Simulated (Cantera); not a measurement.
Cantera run:

```python
import numpy as np
import cantera as ct

gas_names = """
    CL CLO CL2 H HCL HNO HNO2 HNO3 HOCL HO2 H2 H2O H2O2 N NH NH2 NH3 NH2OH NO NO2 NO3 N2 N2H2 N2H4 N2O O
    OH O2 O3 Si SiCL SiCL2 SiCL3 SiCL4 SiH SiHCL3 SiH2 SiH2CL2 SiH3 SiH3CL SiH4 SiN SiO SiO2 Si2 Si2N
    Si3
""".split()
cond_names = """
    H2O(s) H2O(L) NH4CL(a) NH4CL(b) Si(cr) Si(L) SiO2(Lqz) SiO2(hqz) SiO2(L) Si2N2O(s) Si3N4(a)
""".split()


def load(file, names, dense=False):
    # The tables refer to 1 bar. Condensed volumes are neglected.
    table = {s.name: s for s in ct.Species.list_from_file(file)}
    out = []
    for n in names:
        d = dict(table[n].input_data)
        d["thermo"] = dict(d["thermo"], **{"reference-pressure": 1e5})
        if dense:
            d["equation-of-state"] = {"model": "constant-volume", "density": "1e6 g/cm^3"}
        out.append(ct.Species.from_dict(d))
    return out


gas = ct.Solution(thermo="ideal-gas", species=load("nasa_gas.yaml", gas_names))
cond = {s.name: ct.Solution(thermo="fixed-stoichiometry", species=[s], name=s.name)
        for s in load("nasa_condensed.yaml", cond_names, dense=True)}
atoms = {
    'SiCl4': {'Si': 1, 'CL': 4},
    'NO': {'N': 1, 'O': 1},
    'H2': {'H': 2},
}
top_T = {'Si2N2O(s)': 2100, 'Si3N4(a)': 2400}  # K; cautious upper limits of use, not melting points


def equilibrate(T, P, feed):
    n = {}
    for name, mol in feed.items():
        for a, k in atoms[name].items():
            n[a] = n.get(a, 0.0) + k * mol
    gas.TPX = T, P, n
    mass = sum(n.values()) * gas.mean_molecular_weight
    gas.equilibrate("TP")
    valid = [c for c in cond.values() if c.min_temp <= T <= top_T.get(c.name, c.max_temp)]
    mix = ct.Mixture([(gas, mass / gas.mean_molecular_weight)] + [(c, 0.0) for c in valid])
    mix.T, mix.P = T, P
    mix.equilibrate("TP", solver="vcs", rtol=1e-11, max_steps=5000)
    return mix


results = []
feed = {'SiCl4': 1, 'NO': 0.92, 'H2': 1.4}  # mol
T = 1025  # K
P = 2100  # Pa
mix = equilibrate(T, P, feed)
results.append((T, P, feed, dict(zip(mix.species_names, mix.species_moles))))
print(gas.report(threshold=1e-05))
for i in range(1, mix.n_phases):
    print(f"{mix.phase(i).name:16s} {mix.phase_moles(i):12.5e} mol")
```

It prints:

```
       temperature   1025 K
          pressure   2100 Pa
           density   0.01194 kg/m^3
  mean mol. weight   48.455 kg/kmol
   phase of matter   gas

                          1 kg             1 kmol
                     ---------------   ---------------
          enthalpy         -2.32e+06       -1.1242e+08  J
   internal energy       -2.4959e+06       -1.2094e+08  J
           entropy            5884.5        2.8514e+05  J/K
    Gibbs function       -8.3517e+06       -4.0468e+08  J
 heat capacity c_p            816.57             39567  J/K
 heat capacity c_v            644.98             31252  J/K

                      mass frac. Y      mole frac. X     chem. pot. / RT
                     ---------------   ---------------   ---------------
               HCL           0.57622           0.76584           -39.302
                H2         0.0012876          0.030948           -24.906
                N2           0.05725          0.099024           -31.101
             SiCL3        9.3678e-05        3.3765e-05           -103.07
             SiCL4           0.36505           0.10412           -129.92
            SiHCL3        0.00010109        3.6164e-05           -115.53
     [  +41 minor]        8.1437e-07        1.0431e-06

Si(cr)            0.00000e+00 mol
SiO2(hqz)         3.97476e-01 mol
Si2N2O(s)         1.25045e-01 mol
Si3N4(a)          0.00000e+00 mol
```

Equilibrium computed with Cantera from the NASA thermochemical tables; the gas is ideal and each condensed phase is pure. Mutual solubility and eutectic melting of coexisting phases are not modelled. The tables' values for SiCl3 are old estimates; treat these amounts as uncertain.
